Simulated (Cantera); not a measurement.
Mixture: 11.8 % CH₃OH, 16.1 % O₂, 60.7 % N₂, 11.4 % CO₂, at 750 Torr, adiabatic and at constant pressure. Ignition delay is the time to a rise of 400 K.

Detailed kinetics in Cantera: GRI-Mech 3.0 (53 species, 325 reactions). GRI-Mech 3.0 was tuned for natural gas; its chemistry of methanol as a main component is partial and can be far from experiment.

**Question.** Predict: delay at 1275 K; delay at 1375 K; delay at 1475 K; delay at 1575 K; delay at 1675 K; delay at 1775 K; apparent activation energy between 1575 and 1775 K.

**Answer.** delay at 1275 K: 2.97 ms
delay at 1375 K: 0.816 ms
delay at 1475 K: 0.283 ms
delay at 1575 K: 0.119 ms
delay at 1675 K: 57.6 µs
delay at 1775 K: 31.1 µs
apparent activation energy between 1575 and 1775 K: 160 kJ/mol
